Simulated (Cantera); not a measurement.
Charge: 1 mol SiH4, 10 mol NO, at 7.50 Torr.

Method: chemical equilibrium by Gibbs-energy minimisation in Cantera with the NASA 1993 tables (ideal gas, pure condensed phases). Candidate condensed phases: H2O, Si, SiO2, Si2N2O, Si3N4; 35 gas species. The tables hold silica as quartz up to 1696 K and as liquid above; real silica turns to tridymite and cristobalite and melts near 1996 K. The numbers say what is thermodynamically allowed, not how fast it happens. All values below are at 1327 °C.

Base state: N2 0.499, O2 0.299, H2O 0.199, NO 0.00184, OH 0.000863, O 7.93e-5, H2 2.42e-5 (mole fractions); condensed: SiO2(β-quartz).

Question: What changes in the equilibrium state with this change: NO from 10 to 0.11 mol?

Answer: 
```
species                before     after
-------------------  --------  --------
H2                    2.42e-5     0.971
SiO                     <1e-9    0.0276
N2                      0.499  0.000912
O2                      0.299     <1e-9
H2O                     0.199   8.49e-7
NO                    0.00184     <1e-9
OH                   0.000863     <1e-9
O                     7.93e-5     <1e-9
H                     2.68e-6  0.000536
SiO2(β-quartz), mol      1.00         0
Si(s), mol                  0     0.837
Si2N2O(s), mol              0    0.0531
```
Mutual solubility and eutectic melting of coexisting phases are not modelled.
